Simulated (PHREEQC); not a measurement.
0.12 g of hydrous ferric oxide (600 m²/g; 0.2 weak and 0.005 strong sites per Fe, Dzombak-Morel constants, diffuse double layer) in 1 kg of water with 0.001 mol/kgw of an inert sodium salt and 3.1e-05 mol/kgw NaH2PO4, at 25 °C; the pH is set by adding NaOH or the inert anion's acid. O2 is buffered at 0.21 atm. No CO2 enters from the air. Precipitation was switched off in this run.

Base run: PHREEQC, ion-association model, wateq4f.dat. Each further column changes one thing. The table gives surface charge σ (C/m²).

```csv
pH,base,background salt from 0.001 to 0.0001 mol/kgw,oxide from 0.12 to 0.6 g/kgw,0.00017 mol/kgw Na2HAsO4 added
4,0.094,0.054,0.119,0.013
4.5,0.060,0.028,0.078,0.007
5,0.037,0.016,0.049,0.004
5.5,0.022,0.009,0.030,0.001
6,0.013,0.005,0.018,-0.001
6.5,0.007,0.003,0.010,-0.002
7,0.004,0.001,0.005,-0.004
7.5,0.001,0.000,0.002,-0.006
8,-0.001,0.000,0.000,-0.007
8.5,-0.003,-0.001,-0.002,-0.010
9,-0.005,-0.002,-0.005,-0.013
9.5,-0.009,-0.004,-0.009,-0.018
10,-0.016,-0.008,-0.016,-0.026
```

H3PO4, which wateq4f.dat lacks, is added to it with the constant of phreeqc.dat.
